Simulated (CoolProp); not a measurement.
Vapour-liquid equilibrium of toluene (1) + n-decane (2) at 451.2 K; x and y are mole fractions of (1).

Computed with CoolProp (multi-fluid Helmholtz-energy mixture model, Lemmon 2006 and Lemmon 2006; pair parameters Bell 2016).

```json
[
 {"x": "0.05", "bubble pressure, mixture model (kPa)": "129.9", "bubble pressure, Raoult's law (kPa)": "131.2", "y, mixture model": "0.173", "y, Raoult's law": "0.190"},
 {"x": "0.15", "bubble pressure, mixture model (kPa)": "168.2", "bubble pressure, Raoult's law (kPa)": "169.8", "y, mixture model": "0.417", "y, Raoult's law": "0.440"},
 {"x": "0.25", "bubble pressure, mixture model (kPa)": "208.2", "bubble pressure, Raoult's law (kPa)": "208.3", "y, mixture model": "0.577", "y, Raoult's law": "0.597"},
 {"x": "0.35", "bubble pressure, mixture model (kPa)": "248.4", "bubble pressure, Raoult's law (kPa)": "246.9", "y, mixture model": "0.686", "y, Raoult's law": "0.706"},
 {"x": "0.45", "bubble pressure, mixture model (kPa)": "288.0", "bubble pressure, Raoult's law (kPa)": "285.5", "y, mixture model": "0.765", "y, Raoult's law": "0.785"},
 {"x": "0.55", "bubble pressure, mixture model (kPa)": "326.7", "bubble pressure, Raoult's law (kPa)": "324.1", "y, mixture model": "0.826", "y, Raoult's law": "0.845"},
 {"x": "0.65", "bubble pressure, mixture model (kPa)": "364.6", "bubble pressure, Raoult's law (kPa)": "362.7", "y, mixture model": "0.874", "y, Raoult's law": "0.892"},
 {"x": "0.75", "bubble pressure, mixture model (kPa)": "402.1", "bubble pressure, Raoult's law (kPa)": "401.3", "y, mixture model": "0.915", "y, Raoult's law": "0.930"},
 {"x": "0.85", "bubble pressure, mixture model (kPa)": "439.8", "bubble pressure, Raoult's law (kPa)": "439.9", "y, mixture model": "0.951", "y, Raoult's law": "0.962"},
 {"x": "0.95", "bubble pressure, mixture model (kPa)": "478.2", "bubble pressure, Raoult's law (kPa)": "478.5", "y, mixture model": "0.984", "y, Raoult's law": "0.988"}
]
```

The largest gap from Raoult's law is -1.0 % in bubble pressure, at x = 0.05. No azeotrope shows between x = 0.05 and 0.95.

The pair parameters rest on a limited set of measurements; away from them the model extrapolates. The gap from Raoult's law changes sign with composition, which may be real or a fault of the pair parameters; it wasn't checked against measurements.
